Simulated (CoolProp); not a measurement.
Vapour-liquid equilibrium of m-xylene (1) + n-undecane (2) at 427.1 K; x and y are mole fractions of (1).

Model: multi-fluid Helmholtz-energy mixture model, Zhou 2012 and Aleksandrov 2011; pair parameters Bell 2016, in CoolProp.

Give the bubble pressure and the first vapour's composition at x = 0.125, 0.425, 0.95. Is there an azeotrope?

x = 0.125: 0.4548 bar, y = 0.376; x = 0.425: 0.7870 bar, y = 0.758; x = 0.95: 1.424 bar, y = 0.989. No azeotrope shows between x = 0.05 and 0.95.

The pair parameters rest on a limited set of measurements; away from them the model extrapolates.
